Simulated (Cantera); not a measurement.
A closed system holds: 1 mol N2O, 0.042 mol SO2, 6.4 mol H2O, equilibrated at 3323.15 K and 7.50 Torr.

Method: chemical equilibrium by Gibbs-energy minimisation in Cantera with the NASA 1993 tables (ideal gas, pure condensed phases). Candidate condensed phases: H2O, H2SO4, S; 35 gas species. Equilibrium is a limit: real reactors are often held back by kinetics, nucleation or transport.

Base state: H 0.568, O 0.323, N2 0.0477, H2 0.0215, OH 0.0207, O2 0.0110, NO 0.00382, H2O 0.00188 (mole fractions); condensed: gas only.

**Question.** What changes in the equilibrium state with this change: SO2 from 0.042 to 0.095 mol?

**Answer.** 
```csv
species,before,after
H,0.568,0.564
O,0.323,0.325
N2,0.0477,0.0473
S,0.00161,0.00361
H2,0.0215,0.0212
O2,0.0110,0.0111
OH,0.0207,0.0206
SO2,2.26e-5,5.12e-5
SO,0.000436,0.000984
SH,1.64e-5,3.65e-5
H2O,0.00188,0.00187
```

**Question.** What changes in the equilibrium state with this change: temperature from 3323.15 K to 2098.15 K?

**Answer.** 
```tsv
species	before	after
H2O	0.00188	0.760
N2	0.0477	0.122
O2	0.0110	0.0636
H	0.568	0.00409
O	0.323	0.00346
H2	0.0215	0.0176
OH	0.0207	0.0209
N	0.000200	1.22e-8
S	0.00161	3.03e-7
```

**Question.** What changes in the equilibrium state with this change: temperature from 3323.15 K to 2975 K?

**Answer.** 
```csv
species,before,after
H,0.568,0.438
O,0.323,0.230
H2,0.0215,0.0898
H2O,0.00188,0.0484
O2,0.0110,0.0492
OH,0.0207,0.0769
N2,0.0477,0.0587
SO2,2.26e-5,0.000523
N,0.000200,2.87e-5
SO,0.000436,0.00133
S,0.00161,0.000713
SH,1.64e-5,2.76e-5
```
